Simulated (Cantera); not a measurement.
Input (Python, Cantera):

```python
import numpy as np
import cantera as ct

gas = ct.Solution("gri30.yaml")


def delay(T, t_max=10):
    gas.TPX = T, 230000, {'CO': 1, 'H2': 0.32, 'CH4': 0.68, 'O2': 1.01, 'N2': 3.8}
    reactor = ct.IdealGasConstPressureReactor(gas, clone=False)
    net = ct.ReactorNet([reactor])
    net.rtol, net.atol = 1e-8, 1e-16
    while net.time < t_max:
        t_old, T_old = net.time, reactor.T
        net.step()
        if reactor.T > T + 400:  # ignition: a rise of 400 K
            return t_old + (T + 400 - T_old) / (reactor.T - T_old) * (net.time - t_old)
    return np.nan


taus = []
for T in [900, 975, 1050, 1125, 1200, 1275, 1350, 1425, 1500, 1575]:
    taus.append(delay(T))
    print(f"T0 = {T:6g} K   tau = {taus[-1]:.4e} s")
```

Result:

```
T0 =    900 K   tau = 9.4954e-02 s
T0 =    975 K   tau = 1.8800e-02 s
T0 =   1050 K   tau = 8.1138e-03 s
T0 =   1125 K   tau = 4.1963e-03 s
T0 =   1200 K   tau = 2.2084e-03 s
T0 =   1275 K   tau = 1.1663e-03 s
T0 =   1350 K   tau = 6.2498e-04 s
T0 =   1425 K   tau = 3.4418e-04 s
T0 =   1500 K   tau = 1.9696e-04 s
T0 =   1575 K   tau = 1.1788e-04 s
```

Computed with Cantera and GRI-Mech 3.0 (53 species, 325 reactions). Below about 1000 K GRI-Mech 3.0 lacks low-temperature oxidation paths. Below about 950 K walls govern HO2 and H2O2 in real vessels.
